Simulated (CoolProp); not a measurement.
Vapour-liquid equilibrium of ethane (1) + hydrogen sulfide (2) at 0.483 MPa; x and y are mole fractions of (1).

Model: multi-fluid Helmholtz-energy mixture model, Bücker 2006 and Lemmon 2006; pair parameters Kunz 2012, in CoolProp.

```
x     bubble temperature, mixture model (K)  bubble temperature, Raoult's law (K)  y, mixture model  y, Raoult's law
----  -------------------------------------  ------------------------------------  ----------------  ---------------
0.05                                  238.9                                 247.4             0.343            0.125
0.2                                   225.8                                 241.2             0.647            0.415
0.35                                  222.6                                 235.8             0.710            0.615
0.5                                   221.3                                 231.2             0.740            0.755
0.65                                  220.3                                 227.2             0.777            0.856
0.8                                   219.5                                 223.6             0.837            0.930
0.95                                  219.3                                 220.5             0.946            0.985
```

The largest gap from Raoult's law is -15.4 K in bubble temperature, at x = 0.2. y crosses x between x = 0.8 and 0.95: the model has an azeotrope there.

The pair parameters rest on a limited set of measurements; away from them the model extrapolates. With so large a gap from Raoult's law the liquid may split in two, which this calculation doesn't test in full.
